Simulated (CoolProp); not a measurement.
The fluid at 468.68 K and 10.9 MPa is throttled through a valve to 3.71 MPa with no heat exchange. The same conditions are run with several fluids, on thermodynamics alone (safety and materials aside).

Values from CoolProp's reference Helmholtz-energy equation of state of each fluid (chloromethane (R40): Thol 2014; R22: Kamei 1995; nitrogen: Span 2000; sulfur hexafluoride: Guder 2009; CF4 (R14): Platzer 1990). The equations of Platzer and Polt are older, rougher fits.

```
fluid                temperature change (K)  final phase  final density (kg/m³)
-------------------  ----------------------  -----------  ---------------------
chloromethane (R40)                   -80.8          gas                   86.3
R22                              (withheld)          gas                    112
nitrogen                         (withheld)   (withheld)             (withheld)
sulfur hexafluoride                   -20.1          gas                    160
CF4 (R14)                        (withheld)          gas                   86.5
```

**Question.** Some entries are withheld; supply them.

**Answer.** 
- R22, temperature change (K): -48.9
- nitrogen, temperature change (K): -2.6
- nitrogen, final phase: supercritical
- nitrogen, final density (kg/m³): 26.4
- CF4 (R14), temperature change (K): -11.2
